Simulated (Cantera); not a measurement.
Input: 1 mol PH₃, 3.4 mol O₂, equilibrated at 75.0 Pa.

These are equilibrium values from Cantera (NASA tables, ideal gas, pure condensed phases), not measurements of a reactor. Candidate condensed phases: H₂O, P, P₄O₁₀; 17 gas species. Gases not in the tables: HPO₂, HPO₃ and P₄O₆. Equilibrium is a limit: real reactors are often held back by kinetics, nucleation or transport. All values below are at 1975 K.

Base state: O₂ 0.383, H₂O 0.337, PO₂ 0.234, OH 0.0233, O 0.0124, H₂ 0.00474, H 0.00344, PO 0.00226 (mole fractions); condensed: gas only.

### Question
What changes in the equilibrium state with this change: O₂ from 3.4 to 0.029 mol?

### Answer
```json
[
 {"species": "H₂", "before": "0.00474", "after": "0.699"},
 {"species": "P₂", "before": "<1e-9", "after": "0.225"},
 {"species": "H", "before": "0.00344", "after": "0.0418"},
 {"species": "O₂", "before": "0.383", "after": "<1e-9"},
 {"species": "H₂O", "before": "0.337", "after": "0.00226"},
 {"species": "O", "before": "0.0124", "after": "5.65e-7"},
 {"species": "PO₂", "before": "0.234", "after": "0.000120"},
 {"species": "OH", "before": "0.0233", "after": "1.29e-5"},
 {"species": "PO", "before": "0.00226", "after": "0.0254"},
 {"species": "P", "before": "2.39e-8", "after": "0.00592"},
 {"species": "PH", "before": "<1e-9", "after": "0.000210"}
]
```
